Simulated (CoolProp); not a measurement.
Vapour-liquid equilibrium of propane (1) + R236EA (2) at 284.8 K; x and y are mole fractions of (1).

The numbers come from the multi-fluid Helmholtz-energy mixture model, Lemmon 2009 and Rui 2013; pair parameters Bell 2016 in CoolProp.

```
x     bubble pressure, mixture model (MPa)  bubble pressure, Raoult's law (MPa)  y, mixture model  y, Raoult's law
----  ------------------------------------  -----------------------------------  ----------------  ---------------
0.05                                0.2276                               0.1530             0.453            0.218
0.2                                 0.4358                               0.2342             0.732            0.570
0.35                                0.5355                               0.3153             0.796            0.740
0.5                                 0.5818                               0.3964             0.823            0.841
0.65                                0.6114                               0.4776             0.846            0.908
0.8                                 0.6402                               0.5587             0.882            0.955
0.95                                0.6644                               0.6398             0.957            0.990
```

The largest gap from Raoult's law is +86.1 % in bubble pressure, at x = 0.2. No azeotrope shows between x = 0.05 and 0.95.

The pair parameters rest on a limited set of measurements; away from them the model extrapolates. With so large a gap from Raoult's law the liquid may split in two, which this calculation doesn't test in full.
